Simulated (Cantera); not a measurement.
A perfectly stirred reactor is fed with 1.12 % H₂, 65.9 % O₂, 33.0 % N₂, equivalence ratio 0.0085, at 10.00 Torr; it is held at 1175 K, and followed from long to short residence time.

Model: GRI-Mech 3.0 (53 species, 325 reactions), integrated in Cantera. Radical loss at walls, strong at low pressure, is not modelled.

x: mole fraction; the columns are a selection and need not sum to one.

| τ (s) | x H₂ | x O₂ | x N₂O | x H₂O₂ | x HO₂ | x O | x NO |
|---|---|---|---|---|---|---|---|
| 7.0 | 2.06e-5 | 0.657 | 9.46e-9 | 1.34e-8 | 3.01e-7 | 0.000613 | 2.18e-8 |
| 3.0 | (withheld) | 0.656 | 8.77e-9 | (withheld) | (withheld) | (withheld) | 1.94e-8 |
| 1.2 | 5.63e-5 | 0.656 | 7.89e-9 | 1.86e-8 | 5.46e-7 | 0.00178 | 1.96e-8 |
| 0.53 | 8.98e-5 | 0.655 | 6.99e-9 | 2.10e-8 | 6.88e-7 | 0.00275 | 2.11e-8 |
| 0.22 | (withheld) | 0.654 | (withheld) | (withheld) | (withheld) | (withheld) | 2.19e-8 |
| 0.094 | 0.000256 | 0.652 | 4.66e-9 | 2.79e-8 | 1.01e-6 | 0.00543 | 1.96e-8 |
| 0.039 | 0.000467 | 0.651 | 3.24e-9 | 3.48e-8 | 1.17e-6 | 0.00647 | 1.40e-8 |
| 0.017 | 0.000866 | 0.651 | 1.95e-9 | 4.58e-8 | 1.33e-6 | 0.00681 | 8.30e-9 |
| 0.0070 | 0.00173 | 0.651 | 9.22e-10 | 6.29e-8 | 1.47e-6 | 0.00637 | 3.74e-9 |

Some entries are withheld; supply them.


- 3.0, x H₂: 3.35e-5
- 3.0, x H₂O₂: 1.59e-8
- 3.0, x HO₂: 4.07e-7
- 3.0, x O: 0.00104
- 0.22, x H₂: 0.000151
- 0.22, x N₂O: 5.89e-9
- 0.22, x H₂O₂: 2.39e-8
- 0.22, x HO₂: 8.50e-7
- 0.22, x O: 0.00408
